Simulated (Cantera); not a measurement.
Input: 1 mol SiCl4, 0.94 mol N2, at 1250 K and 100000 Pa.

Method: chemical equilibrium by Gibbs-energy minimisation in Cantera with the NASA 1993 tables (ideal gas, pure condensed phases). Candidate condensed phases: Si, Si3N4; 13 gas species. The tables' values for SiCl3 are old estimates; treat these amounts as uncertain. The numbers say what is thermodynamically allowed, not how fast it happens.

Task: What is the equilibrium state?

Result: 
* **x(SiCl4)**: 0.515
* **x(N2)**: 0.485
* **x(SiCl3)**: 5.79e-5
* **x(Cl)**: 2.95e-5
* **x(Cl2)**: 1.43e-5
* **gas amount**: 1.940 mol
* **log10 activity of Si(s) (absent)**: -11.44
